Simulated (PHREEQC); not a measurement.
Solution (90 °C): 0.00099 mol/kgw TMAH and 0.0028 mol/kgw K2SO4. Closed to the air; pH follows from the charge balance.

Model: ion-association model, phreeqc.dat, run in PHREEQC.

```json
{
  "pH": "9.35",
  "ionic_strength": "0.00906 mol/kgw",
  "total_alkalinity": "0.990 meq/kg"
}
```

| species | molality | activity | log γ |
|---|---|---|---|
| K+ | 0.00544 | 0.00485 | -0.050 |
| SO4-2 | 0.00264 | 0.00169 | -0.192 |
| OH- | 0.000990 | 0.000882 | -0.050 |
| (CH3)4N+ | 0.000990 | 0.000884 | -0.049 |
| KSO4- | 0.000163 | 0.000146 | -0.047 |

No solid was allowed to form. Species that the database lacks are ignored. (CH3)4N+ isn't in the database: it is added as a free cation with an ion size of 4 Å. Constants without temperature data keep their 25 °C values here.
